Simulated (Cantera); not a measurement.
Adiabatic ignition

An adiabatic, constant-pressure homogeneous reactor starts with 31.8 % CO, 3.82 % H2, 6.36 % CH4, 12.2 % O2, 45.8 % N2, equivalence ratio 2.5, at 1750 K and 760 Torr.

Detailed kinetics in Cantera: GRI-Mech 3.0 (53 species, 325 reactions).

```json
[
 {"t (s)": "6.00e-6", "T (K)": "1750", "x CO": "0.318", "x H2": "0.0382", "x CH4": "0.0636", "x H2O": "2.51e-5", "x NO2": "<1e-12", "x H": "3.14e-6"},
 {"t (s)": "1.77e-5", "T (K)": "1750", "x CO": "0.318", "x H2": "0.0381", "x CH4": "0.0633", "x H2O": "0.000204", "x NO2": "<1e-12", "x H": "1.27e-5"},
 {"t (s)": "5.24e-5", "T (K)": "1775", "x CO": "0.317", "x H2": "0.0390", "x CH4": "0.0556", "x H2O": "0.00599", "x NO2": "2.54e-12", "x H": "0.000247"},
 {"t (s)": "0.000155", "T (K)": "2573", "x CO": "0.298", "x H2": "0.0544", "x CH4": "<1e-12", "x H2O": "0.0812", "x NO2": "4.09e-9", "x H": "0.0354"},
 {"t (s)": "0.000457", "T (K)": "2737", "x CO": "0.301", "x H2": "0.0560", "x CH4": "<1e-12", "x H2O": "0.0905", "x NO2": "2.05e-8", "x H": "0.0210"},
 {"t (s)": "0.00135", "T (K)": "2772", "x CO": "0.302", "x H2": "0.0566", "x CH4": "<1e-12", "x H2O": "0.0926", "x NO2": "5.20e-8", "x H": "0.0176"},
 {"t (s)": "0.00399", "T (K)": "2769", "x CO": "0.302", "x H2": "0.0568", "x CH4": "<1e-12", "x H2O": "0.0925", "x NO2": "8.22e-8", "x H": "0.0175"},
 {"t (s)": "0.0118", "T (K)": "2768", "x CO": "0.302", "x H2": "0.0569", "x CH4": "<1e-12", "x H2O": "0.0925", "x NO2": "8.63e-8", "x H": "0.0175"},
 {"t (s)": "0.0349", "T (K)": "2768", "x CO": "0.302", "x H2": "0.0569", "x CH4": "<1e-12", "x H2O": "0.0925", "x NO2": "8.63e-8", "x H": "0.0175"},
 {"t (s)": "0.103", "T (K)": "2768", "x CO": "0.302", "x H2": "0.0569", "x CH4": "<1e-12", "x H2O": "0.0925", "x NO2": "8.63e-8", "x H": "0.0175"},
 {"t (s)": "0.305", "T (K)": "2768", "x CO": "0.302", "x H2": "0.0569", "x CH4": "<1e-12", "x H2O": "0.0925", "x NO2": "8.63e-8", "x H": "0.0175"},
 {"t (s)": "0.900", "T (K)": "2768", "x CO": "0.302", "x H2": "0.0569", "x CH4": "<1e-12", "x H2O": "0.0925", "x NO2": "8.63e-8", "x H": "0.0175"}
]
```
x: mole fraction; the columns are a selection and need not sum to one.

The time of steepest temperature rise is 79.5 µs, the temperature at 0.900 s is 2768 K and the equilibrium temperature comes out as 2768 K. The x(CO) at 0.900 s is 0.302 (gas-phase equilibrium 0.302) and the x(H2) at 0.900 s is 0.0569 (gas-phase equilibrium 0.0569). The x(CH4) at 0.900 s is <1e-12 (gas-phase equilibrium <1e-12).
